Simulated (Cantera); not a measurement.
# SiH4 + HCl + N2 (silicon epitaxy and polysilicon growth)

Feed: 1 mol SiH4, a varied amount of HCl, 55 mol N2, at 1327 °C and 0.133 bar.

Cantera equilibrium calculation (NASA polynomials, part measured and part estimated; ideal gas, pure solids and liquids). Candidate condensed phases: NH4Cl, Si, Si3N4; 28 gas species. The tables' values for SiCl3 are old estimates; treat these amounts as uncertain. Kinetics and transport are ignored.

```
n(HCl) (mol)   x N2     x HCl    x H2   x SiCl2   x SiCl3  n Si3N4(s)
------------  -----  --------  ------  --------  --------  ----------
0.056         0.964  0.000989  0.0355   1.67e-6   4.37e-9       0.333
0.11          0.963   0.00193  0.0354   6.40e-6   3.28e-8       0.333
0.21          0.961   0.00366  0.0354   2.30e-5   2.24e-7       0.333
0.4           0.958   0.00688  0.0353   8.14e-5   1.48e-6       0.332
0.78          0.951    0.0130  0.0353  0.000293   1.01e-5       0.328
1.5           0.940    0.0237  0.0356  0.000973   6.10e-5       0.313
2.9           0.918    0.0417  0.0373   0.00292  0.000314       0.268
```
x: gas mole fraction; n: condensed amount in mol.

From 0.056 mol HCl to 2.9 mol HCl the condensed part is Si3N4(s). The main Si-bearing gas is SiCl2 throughout.
